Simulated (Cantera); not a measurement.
Input: 1 mol N2O, 0.061 mol H2, 17 mol N2, at 2748.15 K and 1.00 bar.

Cantera equilibrium calculation (NASA polynomials, part measured and part estimated; ideal gas, pure solids and liquids). Candidate condensed phases: H2O; 24 gas species. Rates play no part.

Base state: N2 0.962, O2 0.0169, NO 0.0107, O 0.00573, OH 0.00196, H2O 0.00158, H 0.000999, H2 0.000216 (mole fractions); condensed: gas only.

### Question
What changes in the equilibrium state with this change: N2O replaced by CS2?

### Answer
| species | before | after |
|---|---|---|
| N2 | 0.962 | 0.911 |
| CS | 0 | 0.0465 |
| S2 | 0 | 0.0161 |
| O2 | 0.0169 | 0 |
| S | 0 | 0.0144 |
| NO | 0.0107 | 0 |
| CS2 | 0 | 0.00648 |
| O | 0.00573 | 0 |
| OH | 0.00196 | 0 |
| H2O | 0.00158 | 0 |
Further candidate phases: C, C6H6, C7H8, C8H18, S.
